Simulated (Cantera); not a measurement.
**SiH2Cl2 + HCl + N2 (silicon epitaxy and polysilicon growth)**

Input: 1 mol SiH2Cl2, 0.4 mol HCl, 22 mol N2, equilibrated at 1 atm.

Equilibrium computed with Cantera from the NASA thermochemical tables; the gas is ideal and each condensed phase is pure. Candidate condensed phases: NH4Cl, Si, Si3N4; 28 gas species. N2 is the only nitrogen source here; it is nearly inert below about 1500 K, so the nitride shown seldom forms there in practice. The tables' values for SiCl3 are old estimates; treat these amounts as uncertain. Kinetics and transport are ignored.

From 950 °C to 1475 °C the condensed part is Si3N4(s). The main Si-bearing gas is SiCl4 at 950 °C and SiCl2 at 1475 °C. The share of Si in condensed phases is highest at 1100 °C (79.2 %) and lowest at 1475 °C (56.7 %).

| T (°C) | x N2 | x HCl | x H2 | x SiCl2 | x SiCl4 | n Si3N4(s) |
|---|---|---|---|---|---|---|
| 950 | 0.908 | 0.0653 | 0.0180 | 9.08e-6 | 0.00888 | 0.262 |
| 1025 | 0.907 | 0.0665 | 0.0174 | 4.32e-5 | 0.00846 | 0.264 |
| 1100 | 0.907 | 0.0672 | 0.0170 | 0.000171 | 0.00794 | 0.264 |
| 1175 | 0.907 | 0.0676 | 0.0168 | 0.000573 | 0.00723 | 0.262 |
| 1250 | 0.906 | 0.0673 | 0.0169 | 0.00164 | 0.00615 | 0.256 |
| 1325 | 0.905 | 0.0658 | 0.0175 | 0.00394 | 0.00465 | 0.242 |
| 1400 | 0.904 | 0.0626 | 0.0189 | 0.00789 | 0.00294 | 0.220 |
| 1475 | 0.903 | 0.0576 | 0.0213 | 0.0131 | 0.00151 | 0.189 |
x: gas mole fraction; n: condensed amount in mol.
